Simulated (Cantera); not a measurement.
**Carbon deposition, reforming and gasification: C2H6 + H2 + N2**

Input: 1 mol C2H6, a varied amount of H2, 9.2 mol N2, at 2398 K and 1.33 mbar.

Cantera equilibrium calculation (NASA polynomials, part measured and part estimated; ideal gas, pure solids and liquids). Candidate condensed phases: C, C6H6, C7H8, C8H18; 92 gas species. Kinetics and transport are ignored.

```tsv
n(H2) (mol)	x H2	x N2	x H	x HCN	x C2H2 (acetylene)	x HNC	n C(graphite)
7.2	0.325	0.404	0.246	0.0197	0.00224	0.00204	1.39
15	0.417	0.280	0.279	0.0186	0.00288	0.00192	1.13
22	0.464	0.220	0.294	0.0173	0.00320	0.00179	0.933
29	0.494	0.180	0.303	0.0162	0.00342	0.00168	0.748
37	0.519	0.149	0.311	0.0151	0.00358	0.00156	0.552
44	0.535	0.130	0.316	0.0143	0.00369	0.00148	0.388
52	0.548	0.113	0.320	0.0135	0.00379	0.00140	0.209
59	0.558	0.101	0.322	0.0129	0.00385	0.00133	0.0579
67	0.567	0.0906	0.325	0.0118	0.00362	0.00122	0
74	0.574	0.0831	0.327	0.0109	0.00333	0.00112	0
81	0.580	0.0768	0.329	0.0100	0.00308	0.00104	0
```
x: gas mole fraction; n: condensed amount in mol.

From 7.2 mol H2 to 59 mol H2 the condensed part is C(graphite). From 67 mol H2 to 81 mol H2 nothing is condensed. The main C-bearing gas is HCN throughout.
